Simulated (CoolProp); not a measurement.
1000 sccm (0 °C, 1 atm) of nitrogen bubbles through liquid m-xylene at 346.7 K and leaves saturated at a total pressure of 0.048 MPa (ideal gas phase). Each further row changes one setting.

Values from CoolProp's reference Helmholtz-energy equation of state, Zhou 2012.

```tsv
case	vapour pressure (kPa)	mole fraction of vapour	delivery (mg/min)	delivery (sccm)	change of delivery for a bath 1 K warmer (%)
as stated	11.7	0.244	1530	323	5.5
bath temperature 351.7 K	14.3	0.298	2010	424	5.7
total pressure 0.096 MPa	11.7	0.122	658	139	4.7
```
